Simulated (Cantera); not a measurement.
A perfectly stirred reactor is fed with 2.62 % CO, 7.96 % O2, 1.92 % H2O, 87.5 % N2, equivalence ratio 0.16, at 4.40 bar; it is held at 875 K, and followed from long to short residence time.

Computed with Cantera and GRI-Mech 3.0 (53 species, 325 reactions).

Problem. Predict: x(CO) at τ = 4.70 s; x(O2) at τ = 4.70 s; x(H2O) at τ = 4.70 s; x(HO2) at τ = 4.70 s; x(CO) at τ = 60.0 ms; x(O2) at τ = 60.0 ms; x(H2O) at τ = 60.0 ms; x(HO2) at τ = 60.0 ms.

Solution. 
```
Property                Result
---------------------  -------
x(CO) at τ = 4.70 s     0.0243
x(O2) at τ = 4.70 s     0.0787
x(H2O) at τ = 4.70 s    0.0193
x(HO2) at τ = 4.70 s   6.49e-7
x(CO) at τ = 60.0 ms    0.0262
x(O2) at τ = 60.0 ms    0.0796
x(H2O) at τ = 60.0 ms   0.0192
x(HO2) at τ = 60.0 ms  7.86e-9
```
